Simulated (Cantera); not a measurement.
Charge: 1 mol Si, 0.53 mol F2, 89 mol H2, at 900 K and 10.0 mbar.

These are equilibrium values from Cantera (NASA tables, ideal gas, pure condensed phases), not measurements of a reactor. Candidate condensed phases: Si; 25 gas species. Kinetics and transport are ignored.

Base state: H2 0.997, SiF4 0.00269, SiHF3 0.000344, SiH2F2 2.45e-5 (mole fractions); condensed: Si(s).

Task: What changes in the equilibrium state with this change: F2 from 0.53 to 0.92 mol?

Result: 
```tsv
species	before	after
H2	0.997	0.995
SiF4	0.00269	0.00473
SiHF3	0.000344	0.000524
SiH2F2	2.45e-5	3.24e-5
Si(s), mol	0.726	0.527
```
